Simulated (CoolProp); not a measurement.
A Linde-Hampson liquefier for ethane: isothermal reversible compression at 320 K from 1 atm to 40 MPa, throttling to 1 atm, return gas leaving the recuperator 2 K below the feed. Each further row changes one setting.

The numbers come from the reference Helmholtz-energy equation of state, Bücker 2006 in CoolProp.

| case | liquid yield per pass | compression work (kJ/kg of gas) |
|---|---|---|
| as stated | 0.458 | 414 |
| high pressure 80 MPa | 0.407 | (withheld) |
| warm-end temperature 350 K | (withheld) | (withheld) |
| warm-end gap 7 K | 0.451 | 414 |

Problem. Complete the blanks.

Solution. 
- high pressure 80 MPa, compression work (kJ/kg of gas): 499
- warm-end temperature 350 K, liquid yield per pass: 0.389
- warm-end temperature 350 K, compression work (kJ/kg of gas): 482
